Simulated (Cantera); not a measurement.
A closed system holds: 1 mol MgCO₃, 0.45 mol SO₃, 0.73 mol H₂O, held at 1973 K and 2.70 bar.

Method: chemical equilibrium by Gibbs-energy minimisation in Cantera with the NASA 1993 tables (ideal gas, pure condensed phases). Candidate condensed phases: C, C₆H₆, C₇H₈, C₈H₁₈, H₂O, H₂SO₄, Mg, MgCO₃, MgO, Mg(OH)₂, MgS, MgSO₄, S; 130 gas species. Kinetics and transport are ignored.

Base state: CO₂ 0.415, H₂O 0.302, SO₂ 0.186, O₂ 0.0932, OH 0.00198, CO 0.000870, SO₃ 0.000567, H₂ 0.000141 (mole fractions); condensed: MgO(s).

Task: What changes in the equilibrium state with this change: temperature from 1973 K to 1448.15 K?

Result: 
```json
[
 {"species": "CO₂", "before": "0.415", "after": "0.417"},
 {"species": "H₂O", "before": "0.302", "after": "0.304"},
 {"species": "SO₂", "before": "0.186", "after": "0.183"},
 {"species": "SO₃", "before": "0.000567", "after": "0.00447"},
 {"species": "O₂", "before": "0.0932", "after": "0.0915"},
 {"species": "SO", "before": "4.31e-5", "after": "5.44e-8"},
 {"species": "CO", "before": "0.000870", "after": "1.83e-6"},
 {"species": "MgO(s), mol", "before": "1.000", "after": "1.00"}
]
```
